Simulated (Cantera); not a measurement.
Equilibrium for oxide etching and cleaning by halides: TiO2 + Cl2

Input: 1 mol TiO2, 18 mol Cl2, at 652 °C and 3.00 Pa.

Method: chemical equilibrium by Gibbs-energy minimisation in Cantera with the NASA 1993 tables (ideal gas, pure condensed phases). Candidate condensed phases: Ti, TiCl2, TiCl3, TiCl4, TiO, TiO2, Ti2O3, Ti3O5, Ti4O7; 15 gas species. Condensed phases not in the tables: TiOCl. Equilibrium is a limit: real reactors are often held back by kinetics, nucleation or transport.

```yaml
x(Cl2): 0.978
x(Cl): 0.0209
x(TiCl4): 0.000304
x(O2): 0.000304
n(TiO2(rutile)): 0.994 mol
gas_amount: 18.19 mol
log10 activity of TiCl4(l) (absent): -10.00
log10 activity of Ti4O7(s) (absent): -11.78
log10 activity of Ti3O5(s) (absent): -12.07
```
